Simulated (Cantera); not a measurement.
Input: 1 mol Si, 0.087 mol O₂, 1.2 mol N₂, at 0.230 bar.

Method: chemical equilibrium by Gibbs-energy minimisation in Cantera with the NASA 1993 tables (ideal gas, pure condensed phases). Candidate condensed phases: Si, SiO₂, Si₂N₂O, Si₃N₄; 16 gas species. Mutual solubility and eutectic melting of coexisting phases are not modelled. The tables' values for SiN are old estimates; treat these amounts as uncertain. The numbers say what is thermodynamically allowed, not how fast it happens. All values below are at 1750 °C.

Base state: N₂ 0.968, SiO 0.0321, Si 0.000247, Si₂N 3.68e-5, SiN 2.87e-5 (mole fractions); condensed: Si₂N₂O(s) + Si₃N₄(s).

### Question
What changes in the equilibrium state with this change: 0.0047 mol Cl₂ added?

### Answer
| species | before | after |
|---|---|---|
| N₂ | 0.968 | 0.963 |
| SiO | 0.0321 | 0.0322 |
| SiCl₂ | 0 | 0.00411 |
| SiCl | 0 | 0.000133 |
| Cl | 0 | 0.000123 |
| SiCl₃ | 0 | 1.76e-5 |
| Si₂N | 3.68e-5 | 3.69e-5 |
| Si₂N₂O(s), mol | 0.154 | 0.139 |
| Si₃N₄(s), mol | 0.224 | 0 |
| Si(l), mol | 0 | 0.682 |
The tables' values for SiCl, SiN, SiCl₃ are old estimates; treat these amounts as uncertain.
